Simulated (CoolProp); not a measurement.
Saturation properties of R365MFC.

Computed with CoolProp (reference Helmholtz-energy equation of state, Lemmon 2016).

```
T (°C)  p (MPa)  vapour density (kg/m³)  liquid cp (kJ/(kg K))
------  -------  ----------------------  ---------------------
94.45    0.5125                   28.94                    [?]
102.55   0.6240                     [?]                  1.578
110.65   0.7530                   42.91                  1.610
118.65   0.8994                   51.78                  1.647
126.75    1.069                   62.46                  1.690
134.85    1.261                   75.27                  1.742
142.95    1.480                   90.80                  1.808
150.95      [?]                   109.7                  1.895
159.05    2.002                   133.8                  2.025
167.15    2.316                   165.5                  2.245
```

Problem. Some entries are withheld; supply them.

Solution. 
- 94.45, liquid cp (kJ/(kg K)): 1.550
- 102.55, vapour density (kg/m³): 35.33
- 150.95, p (MPa): 1.724

It boils at 40.2 °C under 1 atm.
